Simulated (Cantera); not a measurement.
**Thermodynamics of abatement and gas-phase synthesis, feed PH3 + H2**

Feed: 1 mol PH3, 0.61 mol H2, at 3.00 bar.

These are equilibrium values from Cantera (NASA tables, ideal gas, pure condensed phases), not measurements of a reactor. Candidate condensed phases: P; 7 gas species. Equilibrium is a limit: real reactors are often held back by kinetics, nucleation or transport.

```
T (K)  log p H2  log p P2  log p H  log p P  log p PH  log p P4
-----  --------  --------  -------  -------  --------  --------
2498       0.38     -0.25    -1.41    -2.21     -2.30     -3.44
2548       0.38     -0.25    -1.32    -2.11     -2.24     -3.53
2598       0.37     -0.25    -1.23    -2.01     -2.17     -3.62
2648       0.37     -0.25    -1.15    -1.92     -2.11     -3.71
2698       0.37     -0.26    -1.06    -1.82     -2.06     -3.79
2748       0.37     -0.26    -0.99    -1.74     -2.00     -3.87
2798       0.36     -0.26    -0.91    -1.65     -1.95     -3.95
2848       0.36     -0.27    -0.84    -1.57     -1.90     -4.03
2898       0.35     -0.27    -0.77    -1.50     -1.85     -4.10
2948       0.35     -0.28    -0.70    -1.42     -1.81     -4.18
2998       0.34     -0.29    -0.63    -1.35     -1.76     -4.25
3048       0.33     -0.29    -0.57    -1.28     -1.72     -4.33
3098       0.32     -0.30    -0.51    -1.22     -1.69     -4.40
```
log p: log10 of the partial pressure in bar; nothing condenses.

From 2498 K to 3098 K nothing is condensed. The main P-bearing gas is P2 throughout.
